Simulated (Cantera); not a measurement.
# Ni + NH3 + N2 (metals in furnace atmospheres)

A closed system holds: 1 mol Ni, 0.54 mol NH3, 200 mol N2, at 1 atm.

These are equilibrium values from Cantera (NASA tables, ideal gas, pure condensed phases), not measurements of a reactor. Candidate condensed phases: Ni; 10 gas species. Equilibrium is a limit: real reactors are often held back by kinetics, nucleation or transport.

```csv
T (K),x N2,x H2,x H,x Ni,x NH3,n Ni(s),n Ni(l)
675,0.996,0.00402,<1e-12,<1e-12,3.38e-6,1.00,0
775,0.996,0.00403,<1e-12,<1e-12,1.00e-6,1.00,0
875,0.996,0.00403,3.16e-12,<1e-12,3.85e-7,1.00,0
975,0.996,0.00403,7.21e-11,<1e-12,1.78e-7,1.00,0
1075,0.996,0.00403,9.25e-10,<1e-12,9.46e-8,1.00,0
1175,0.996,0.00403,7.73e-9,4.31e-12,5.57e-8,1.00,0
1275,0.996,0.00403,4.65e-8,1.29e-10,3.55e-8,1.00,0
1375,0.996,0.00403,2.16e-7,2.35e-9,2.41e-8,1.00,0
1475,0.996,0.00403,8.18e-7,2.87e-8,1.73e-8,1.000,0
1575,0.996,0.00403,2.62e-6,2.53e-7,1.29e-8,1.000,0
1675,0.996,0.00402,7.32e-6,1.71e-6,9.97e-9,1.000,0
1775,0.996,0.00402,1.82e-5,8.96e-6,7.93e-9,0,0.998
```
x: gas mole fraction; n: condensed amount in mol.

From 675 K to 1675 K the condensed part is Ni(s). At 1775 K the condensed part is Ni(l).
